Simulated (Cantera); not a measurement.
Feed: 1 mol trisilylamine, a varied amount of N2, 2.2 mol H2, equilibrated at 675 °C and 0.960 bar.

Equilibrium computed with Cantera from the NASA thermochemical tables; the gas is ideal and each condensed phase is pure. Candidate condensed phases: Si, Si3N4; 18 gas species. The feed counts by its element totals alone. Equilibrium is a limit: real reactors are often held back by kinetics, nucleation or transport.

x: gas mole fraction; n: condensed amount in mol.

| n(N2) (mol) | x H2 | x N2 | x NH3 | x SiH4 | n Si(s) | n Si3N4(s) |
|---|---|---|---|---|---|---|
| 0.52 | 1.00 | 1.45e-12 | 9.67e-10 | 3.40e-7 | 1.47 | 0.510 |
| 0.85 | 1.00 | 1.45e-12 | 9.67e-10 | 3.40e-7 | 0.975 | 0.675 |
| 1.4 | 1.00 | 1.45e-12 | 9.67e-10 | 3.40e-7 | 0.150 | 0.950 |
| 2.3 | 0.893 | 0.107 | ___ | <1e-12 | 0 | 1.00 |
| 3.7 | 0.753 | 0.247 | ___ | <1e-12 | 0 | 1.00 |
| 6 | 0.598 | 0.402 | ___ | <1e-12 | 0 | 1.00 |
| 9.8 | 0.446 | 0.553 | ___ | <1e-12 | 0 | 1.00 |
| 16 | 0.316 | 0.684 | ___ | <1e-12 | 0 | 1.00 |
| 26 | 0.215 | 0.785 | ___ | <1e-12 | 0 | 1.00 |
| 42 | 0.142 | 0.858 | ___ | <1e-12 | 0 | 1.00 |

**Question.** Some entries are withheld; supply them.

**Answer.** 
- 2.3, x NH3: 0.000221
- 3.7, x NH3: 0.000261
- 6, x NH3: 0.000235
- 9.8, x NH3: 0.000178
- 16, x NH3: 0.000118
- 26, x NH3: 7.08e-5
- 42, x NH3: 3.98e-5
